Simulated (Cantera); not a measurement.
Input: 1 mol FeS2, 1.6 mol H2, 30 mol N2, equilibrated at 1898.15 K and 13300 Pa.

Cantera equilibrium calculation (NASA polynomials, part measured and part estimated; ideal gas, pure solids and liquids). Candidate condensed phases: Fe, FeS, FeS2, S; 16 gas species. FeS: taken at fixed stoichiometry. Rates play no part.

Q: What is the equilibrium state?

A: 
- x(N2): 0.934
- x(H2): 0.0472
- x(S2): 0.0141
- x(H2S): 0.00162
- x(SH): 0.00145
- x(Fe): 0.000631
- x(S): 0.000512
- x(H): 0.000466
- x(SN): 1.81e-6
- n(FeS(l)): 0.980 mol
- gas amount: 32.12 mol
- log10 activity of Fe(l) (absent): -0.11
- log10 activity of S(l) (absent): -2.89
